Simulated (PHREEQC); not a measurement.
Na2CO3 is added in steps, without added water, to 1 kg of water holding 0.068 mol/kgw AgNO3 and 0.1 mol/kgw KBr, at 20 °C. O2 is buffered at 0.21 atm. No CO2 enters from the air. Solids allowed: Bromyrite, Ag2O, Ag2CO3, Nahcolite, Natron. Others were left out.

Base run: PHREEQC, ion-association model, wateq4f.dat. Each further column changes one thing. The table gives CO3-2 (mol/kgw).

```tsv
Na2CO3 added (mol)	base	0.077 mol/kgw Na2SO4 added	KBr from 0.1 to 0.09 mol/kgw	AgNO3 from 0.068 to 0.0136 mol/kgw	no solid may form
0	0	0	0	0	0
1.95e-06	3.55e-8	3.85e-8	3.50e-8	3.55e-8	2.80e-8
3.575e-06	1.16e-7	1.23e-7	1.14e-7	1.16e-7	9.17e-8
5.525e-06	2.67e-7	2.77e-7	2.63e-7	2.67e-7	2.13e-7
7.475e-06	4.73e-7	4.83e-7	4.67e-7	4.73e-7	3.80e-7
9.425e-06	7.29e-7	7.33e-7	7.21e-7	7.29e-7	5.90e-7
1.105e-05	9.79e-7	9.71e-7	9.67e-7	9.79e-7	7.94e-7
1.3e-05	1.32e-6	1.29e-6	1.30e-6	1.32e-6	1.07e-6
```

 In at least one series the solution becomes supersaturated in solids that the run did not let form, among them Bromyrite, Ag2O. Solids allowed in the column '0.077 mol/kgw Na2SO4 added': Bromyrite, Ag2O, Ag2CO3, Ag2SO4, Mirabilite, Nahcolite, Natron.
